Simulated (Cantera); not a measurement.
Cantera run:

```python
import numpy as np
import cantera as ct

gas_names = """
    N2 H2 NH3
""".split()
cond_names = """
    Cr(cr) Cr(L) Cr2N(s)
""".split()


def load(file, names, dense=False):
    # The tables refer to 1 bar. Condensed volumes are neglected.
    table = {s.name: s for s in ct.Species.list_from_file(file)}
    out = []
    for n in names:
        d = dict(table[n].input_data)
        d["thermo"] = dict(d["thermo"], **{"reference-pressure": 1e5})
        if dense:
            d["equation-of-state"] = {"model": "constant-volume", "density": "1e6 g/cm^3"}
        out.append(ct.Species.from_dict(d))
    return out


species = {s.name: s for s in load("nasa_gas.yaml", gas_names) + load("nasa_condensed.yaml", cond_names)}
# Each term lists the table entries of one substance; the one whose range holds T is used.
reactions = {
    '4 Cr + N2(g) = 2 Cr2N':
        [(-4, ['Cr(cr)', 'Cr(L)']), (-1, ['N2']), (2, ['Cr2N(s)'])],
    '3 H2(g) + N2(g) = 2 NH3(g)':
        [(-3, ['H2']), (-1, ['N2']), (2, ['NH3'])],
}


def pick(names, T):
    return next(species[n] for n in names if species[n].thermo.min_temp <= T <= species[n].thermo.max_temp)


results = []
for label, terms in reactions.items():
    print(label)
    print("     T/K   dH/kJ  dS/(J/K)   dG/kJ   log10 K")
    for T in [648, 698, 748, 798, 848, 898, 948, 998, 1048, 1098]:
        used = [(nu, pick(names, T)) for nu, names in terms]
        dH = sum(nu * s.thermo.h(T) for nu, s in used) / 1e6
        dS = sum(nu * s.thermo.s(T) for nu, s in used) / 1e3
        dG = dH - T * dS / 1e3
        logK = -dG * 1e6 / (ct.gas_constant * T * np.log(10))
        results.append((label, T, dH, dS, dG, logK, [s.name for _, s in used]))
        print(f"{T:8g} {dH:8.1f} {dS:8.1f} {dG:8.1f} {logK:8.2f}")
```

Output:

```
4 Cr + N2(g) = 2 Cr2N
     T/K   dH/kJ  dS/(J/K)   dG/kJ   log10 K
     648   -245.3   -144.0   -152.0    12.26
     698   -244.4   -142.6   -144.9    10.84
     748   -243.4   -141.2   -137.8     9.62
     798   -242.4   -139.9   -130.8     8.56
     848   -241.4   -138.7   -123.8     7.63
     898   -240.3   -137.4   -116.9     6.80
     948   -239.3   -136.3   -110.1     6.06
     998   -238.2   -135.2   -103.3     5.40
    1048   -237.2   -134.2    -96.5     4.81
    1098   -236.2   -133.3    -89.8     4.27
3 H2(g) + N2(g) = 2 NH3(g)
     T/K   dH/kJ  dS/(J/K)   dG/kJ   log10 K
     648   -104.2   -226.4     42.5    -3.43
     698   -105.3   -228.1     53.9    -4.03
     748   -106.4   -229.6     65.4    -4.56
     798   -107.3   -230.8     76.9    -5.03
     848   -108.2   -231.9     88.4    -5.45
     898   -109.0   -232.8    100.0    -5.82
     948   -109.7   -233.5    111.7    -6.15
     998   -110.3   -234.1    123.4    -6.46
    1048   -110.8   -234.6    135.1    -6.73
    1098   -111.2   -235.0    146.9    -6.99
```

Cantera with NASA thermochemical tables; ideal gases at 1 bar, condensed phases pure. Condensed species are held in their standard states even where they would react or evaporate.
